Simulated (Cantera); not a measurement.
An isothermal, constant-pressure homogeneous reactor starts with NH3 : N2 = 1 : 0.47 (molar parts), at 2050 K and 0.240 bar.

Detailed kinetics in Cantera: the gas-phase N/H chemistry of the illustrative SiF4/NH3 mechanism in the Surface Chemkin manual (1991). Walls and surfaces, which speed up NH3 decomposition in real reactors, are not modelled.

x: mole fraction; the columns are a selection and need not sum to one.

| t (s) | x NH3 | x N2H2 | x N2 | x H | x N | x N2H4 |
|---|---|---|---|---|---|---|
| 1.00e-6 | 0.680 | 5.26e-12 | 0.320 | 7.02e-7 | <1e-12 | 1.18e-12 |
| 5.37e-6 | 0.680 | 7.55e-10 | 0.320 | 7.13e-7 | <1e-12 | 6.48e-11 |
| 2.89e-5 | 0.680 | 4.50e-8 | 0.320 | 7.25e-7 | 1.32e-10 | 2.09e-9 |
| 0.000155 | 0.679 | ? | 0.320 | ? | ? | ? |
| 0.000833 | 0.672 | ? | 0.320 | ? | ? | ? |
| 0.00447 | 0.635 | 6.32e-6 | 0.324 | 3.09e-5 | 3.22e-7 | 1.46e-7 |
| 0.0240 | 0.478 | 4.11e-6 | 0.341 | 0.000134 | 8.84e-7 | 8.07e-8 |
| 0.129 | 0.140 | 8.86e-7 | 0.377 | 0.000513 | 1.25e-6 | 1.46e-8 |
| 0.693 | 0.000708 | 1.78e-9 | 0.392 | 0.00322 | 8.79e-7 | 9.24e-12 |
| 3.72 | 2.07e-5 | 2.33e-12 | 0.392 | 0.00362 | 3.69e-8 | <1e-12 |
| 20.0 | 3.46e-6 | <1e-12 | 0.392 | 0.00362 | 6.15e-9 | <1e-12 |

Task: What belongs in the gaps?

Result: 
- 0.000155, x N2H2: 1.73e-6
- 0.000155, x H: 1.21e-6
- 0.000155, x N: 7.67e-9
- 0.000155, x N2H4: 5.29e-8
- 0.000833, x N2H2: 6.94e-6
- 0.000833, x H: 6.68e-6
- 0.000833, x N: 6.54e-8
- 0.000833, x N2H4: 1.84e-7
